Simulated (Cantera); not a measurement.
An isothermal plug-flow reactor at 925 K and 0.240 bar (inlet), inlet velocity 3.7 m/s, active area per volume 270 1/m; feed CH4 : O2 : N2 = 0.0022 : 0.011 : 0.79 (molar parts).

Cantera simulation using Deutschmann's 1995 Pt surface mechanism with GRI-Mech 3.0 gas chemistry; the numbers are that mechanism's predictions, not measurements. Catalytic surfaces can have several steady states; this one follows from the mechanism file's or the stated starting coverage. Mass transfer to the wall is taken as infinitely fast.

**Question.** What does this change do: inlet velocity 3.7 to 1.8 m/s?

**Answer.** 
```csv
quantity,before,after
x(CH4) at z = 0.064 m,0.00120,0.000473
x(O2) at z = 0.064 m,0.0106,0.00916
x(H2O) at z = 0.064 m,0.00307,0.00453
x(CO2) at z = 0.064 m,0.00154,0.00227
x(CO) at z = 0.064 m,6.56e-7,2.62e-7
θ(free Pt) at the exit,0.307,0.314
θ(O*) at the exit,0.692,0.685
```

**Question.** What does this change do: CH4 0.0022 to 0.0039 parts?

**Answer.** 
| quantity | before | after |
|---|---|---|
| x(CH4) at z = 0.064 m | 0.00120 | 0.00196 |
| x(O2) at z = 0.064 m | 0.0106 | 0.00789 |
| x(H2O) at z = 0.064 m | 0.00307 | 0.00578 |
| x(CO2) at z = 0.064 m | 0.00154 | 0.00289 |
| x(CO) at z = 0.064 m | 6.56e-7 | 1.12e-6 |
| θ(free Pt) at the exit | 0.307 | 0.328 |
| θ(O*) at the exit | 0.692 | 0.671 |
